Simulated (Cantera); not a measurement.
What does this Cantera script print?

```python
import numpy as np
import cantera as ct

gas_names = """
    CL CL2 H HCL H2 N NH NH2 NH3 N2 N2H2 N2H4 Si SiCL SiCL2 SiCL3 SiCL4 SiH SiHCL3 SiH2 SiH2CL2 SiH3
    SiH3CL SiH4 SiN Si2 Si2N Si3
""".split()
cond_names = """
    NH4CL(a) NH4CL(b) Si(cr) Si(L) Si3N4(a)
""".split()


def load(file, names, dense=False):
    # The tables refer to 1 bar. Condensed volumes are neglected.
    table = {s.name: s for s in ct.Species.list_from_file(file)}
    out = []
    for n in names:
        d = dict(table[n].input_data)
        d["thermo"] = dict(d["thermo"], **{"reference-pressure": 1e5})
        if dense:
            d["equation-of-state"] = {"model": "constant-volume", "density": "1e6 g/cm^3"}
        out.append(ct.Species.from_dict(d))
    return out


gas = ct.Solution(thermo="ideal-gas", species=load("nasa_gas.yaml", gas_names))
cond = {s.name: ct.Solution(thermo="fixed-stoichiometry", species=[s], name=s.name)
        for s in load("nasa_condensed.yaml", cond_names, dense=True)}
atoms = {
    'Si3N4': {'Si': 3, 'N': 4},
    'Cl2': {'CL': 2},
    'H2': {'H': 2},
}
top_T = {'Si3N4(a)': 2400}  # K; cautious upper limits of use, not melting points


def equilibrate(T, P, feed):
    n = {}
    for name, mol in feed.items():
        for a, k in atoms[name].items():
            n[a] = n.get(a, 0.0) + k * mol
    gas.TPX = T, P, n
    mass = sum(n.values()) * gas.mean_molecular_weight
    gas.equilibrate("TP")
    valid = [c for c in cond.values() if c.min_temp <= T <= top_T.get(c.name, c.max_temp)]
    mix = ct.Mixture([(gas, mass / gas.mean_molecular_weight)] + [(c, 0.0) for c in valid])
    mix.T, mix.P = T, P
    mix.equilibrate("TP", solver="vcs", rtol=1e-11, max_steps=5000)
    return mix


results = []
feed = {'Si3N4': 1, 'Cl2': 2.1, 'H2': 9.8}  # mol
P = 2500  # Pa
for T in [923, 973, 1023, 1073, 1123, 1173, 1223, 1273, 1323, 1373, 1423, 1473, 1523]:
    mix = equilibrate(T, P, feed)
    results.append((T, P, feed, dict(zip(mix.species_names, mix.species_moles))))

top = {s: max(r[3][s] / sum(r[3][g] for g in gas_names) for r in results) for s in gas_names}
cols = sorted((s for s in top if top[s] > 0.001), key=lambda s: -top[s])[:8]
seen = [c for c in cond_names if any(r[3].get(c, 0) > 1e-12 for r in results)]
print("log10 of partial pressures in bar; condensed amounts in mol")
print(f"{'T/K':>10s}" + "".join(f"{s[:9]:>10s}" for s in cols + seen))
for T, P, feed, n in results:
    ng = sum(n[g] for g in gas_names)
    print(f"{T:10.4g}" + "".join(f"{np.log10(max(n[s] / ng * P / 1e5, 1e-99)):10.3f}" for s in cols)
          + "".join(f"{n.get(c, 0):10.4g}" for c in seen))
```

Result:

```
log10 of partial pressures in bar; condensed amounts in mol
       T/K        H2       HCL     SiCL2        N2     SiCL4     SiCL3    SiHCL3  Si3N4(a)
       923    -1.760    -2.174    -8.417    -3.435    -3.263    -6.643    -5.297    0.9133
       973    -1.762    -2.165    -7.602    -3.467    -3.297    -6.179    -5.145    0.9193
      1023    -1.764    -2.157    -6.869    -3.495    -3.330    -5.762    -5.009    0.9244
      1073    -1.765    -2.150    -6.206    -3.520    -3.361    -5.386    -4.888    0.9285
      1123    -1.767    -2.144    -5.607    -3.540    -3.393    -5.047    -4.781    0.9318
      1173    -1.768    -2.140    -5.065    -3.553    -3.429    -4.744    -4.689    0.9337
      1223    -1.769    -2.137    -4.578    -3.553    -3.474    -4.477    -4.617    0.9336
      1273    -1.770    -2.137    -4.150    -3.530    -3.539    -4.253    -4.571    0.9299
      1323    -1.771    -2.141    -3.787    -3.474    -3.639    -4.082    -4.564    0.9199
      1373    -1.772    -2.151    -3.490    -3.384    -3.784    -3.970    -4.604    0.9009
      1423    -1.772    -2.171    -3.256    -3.272    -3.981    -3.917    -4.692     0.871
      1473    -1.770    -2.202    -3.072    -3.157    -4.225    -3.915    -4.820    0.8304
      1523    -1.767    -2.245    -2.928    -3.051    -4.508    -3.956    -4.981    0.7814
```

Cantera equilibrium calculation (NASA polynomials, part measured and part estimated; ideal gas, pure solids and liquids). The tables' values for SiCl3 are old estimates; treat these amounts as uncertain.
